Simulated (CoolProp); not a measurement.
Properties of C3F8 (R218) at several states.

Computed with CoolProp (reference Helmholtz-energy equation of state, Lemmon 2006). It is a short technical equation, of lower accuracy than the large ones.

```json
[
 {"T (K)": "427.2", "p (MPa)": "0.0517", "phase": "gas", "Z": "0.9971", "cv (kJ/(kg K))": "0.9145", "speed of sound (m/s)": "140.4", "Joule-Thomson coefficient (K/MPa)": "4.332", "isothermal compressibility (1/MPa)": "19.40", "Prandtl number": "0.716"},
 {"T (K)": "210", "p (MPa)": "0.2", "phase": "liquid", "Z": "0.01259", "cv (kJ/(kg K))": "0.6390", "speed of sound (m/s)": "654.9", "Joule-Thomson coefficient (K/MPa)": "-0.3526", "isothermal compressibility (1/MPa)": "0.001962", "Prandtl number": "9.32"},
 {"T (K)": "141.8", "p (MPa)": "0.0151", "phase": "liquid", "Z": "0.001235", "cv (kJ/(kg K))": "0.5000", "speed of sound (m/s)": "1028", "Joule-Thomson coefficient (K/MPa)": "-0.4709", "isothermal compressibility (1/MPa)": "0.0007832", "Prandtl number": "49.2"},
 {"T (K)": "266.7", "p (MPa)": "1.71", "phase": "liquid", "Z": "0.09696", "cv (kJ/(kg K))": "0.7384", "speed of sound (m/s)": "430.7", "Joule-Thomson coefficient (K/MPa)": "-0.1368", "isothermal compressibility (1/MPa)": "0.005092", "Prandtl number": "5.36"}
]
```

Viscosity comes from a separate model (Huber 2003), an estimate that may be off by 10 % or more. Thermal conductivity comes from a separate model (Huber 2003), an estimate that may be off by 10 % or more.
